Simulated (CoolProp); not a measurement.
Vapour-liquid equilibrium of R134a (1) + dimethyl ether (2) at 329.3 K; x and y are mole fractions of (1).

Model: multi-fluid Helmholtz-energy mixture model, Tillner-Roth 1994 and Wu 2011; pair parameters Bell 2016, in CoolProp.

```json
[
 {"x": "0.05", "bubble pressure, mixture model (MPa)": "1.317", "bubble pressure, Raoult's law (MPa)": "1.335", "y, mixture model": "0.047", "y, Raoult's law": "0.057"},
 {"x": "0.125", "bubble pressure, mixture model (MPa)": "1.310", "bubble pressure, Raoult's law (MPa)": "1.351", "y, mixture model": "0.121", "y, Raoult's law": "0.142"},
 {"x": "0.2", "bubble pressure, mixture model (MPa)": "1.307", "bubble pressure, Raoult's law (MPa)": "1.366", "y, mixture model": "0.200", "y, Raoult's law": "0.225"},
 {"x": "0.275", "bubble pressure, mixture model (MPa)": "1.310", "bubble pressure, Raoult's law (MPa)": "1.382", "y, mixture model": "0.282", "y, Raoult's law": "0.305"},
 {"x": "0.35", "bubble pressure, mixture model (MPa)": "1.317", "bubble pressure, Raoult's law (MPa)": "1.398", "y, mixture model": "0.365", "y, Raoult's law": "0.384"},
 {"x": "0.425", "bubble pressure, mixture model (MPa)": "1.330", "bubble pressure, Raoult's law (MPa)": "1.413", "y, mixture model": "0.449", "y, Raoult's law": "0.461"},
 {"x": "0.5", "bubble pressure, mixture model (MPa)": "1.346", "bubble pressure, Raoult's law (MPa)": "1.429", "y, mixture model": "0.531", "y, Raoult's law": "0.537"},
 {"x": "0.575", "bubble pressure, mixture model (MPa)": "1.367", "bubble pressure, Raoult's law (MPa)": "1.445", "y, mixture model": "0.610", "y, Raoult's law": "0.610"},
 {"x": "0.65", "bubble pressure, mixture model (MPa)": "1.391", "bubble pressure, Raoult's law (MPa)": "1.461", "y, mixture model": "0.687", "y, Raoult's law": "0.683"},
 {"x": "0.725", "bubble pressure, mixture model (MPa)": "1.417", "bubble pressure, Raoult's law (MPa)": "1.476", "y, mixture model": "0.761", "y, Raoult's law": "0.753"},
 {"x": "0.8", "bubble pressure, mixture model (MPa)": "1.447", "bubble pressure, Raoult's law (MPa)": "1.492", "y, mixture model": "0.830", "y, Raoult's law": "0.822"},
 {"x": "0.875", "bubble pressure, mixture model (MPa)": "1.478", "bubble pressure, Raoult's law (MPa)": "1.508", "y, mixture model": "0.897", "y, Raoult's law": "0.890"},
 {"x": "0.95", "bubble pressure, mixture model (MPa)": "1.511", "bubble pressure, Raoult's law (MPa)": "1.523", "y, mixture model": "0.960", "y, Raoult's law": "0.957"}
]
```

The largest gap from Raoult's law is -5.9 % in bubble pressure, at x = 0.425. y crosses x between x = 0.125 and 0.2: the model has an azeotrope there.

The pair parameters rest on a limited set of measurements; away from them the model extrapolates.
